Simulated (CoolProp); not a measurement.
A single-stage vapour-compression cycle with C3F8 (R218): evaporating at 210.15 K (dew point), condensing at 275.15 K (bubble point), superheat 8 K, subcooling 5 K, compressor efficiency 0.75, no pressure losses. Each further row changes one setting.

Model: reference Helmholtz-energy equation of state, Lemmon 2006, in CoolProp. It is a short technical equation, of lower accuracy than the large ones.

```tsv
case	cooling COP	pressure ratio	discharge temperature (K)	refrigerating effect (kJ/kg)	volumetric capacity (kJ/m³)
as stated	…	17.1	279.4	60.1	164
evaporating temperature 215.15 K	…	12.8	278.8	63.2	…
condensing temperature 270.15 K	1.84	14.5	275.5	65.4	179
subcooling 10 K	…	17.1	279.4	65.4	179
superheat 18 K	…	17.1	…	66.8	174
compressor efficiency 0.65	1.38	17.1	286.3	60.1	164
```

Problem. Fill in the missing entries.

Solution. 
- as stated, cooling COP: 1.60
- evaporating temperature 215.15 K, cooling COP: 1.86
- evaporating temperature 215.15 K, volumetric capacity (kJ/m³): 227
- subcooling 10 K, cooling COP: 1.74
- superheat 18 K, cooling COP: 1.68
- superheat 18 K, discharge temperature (K): 289.8
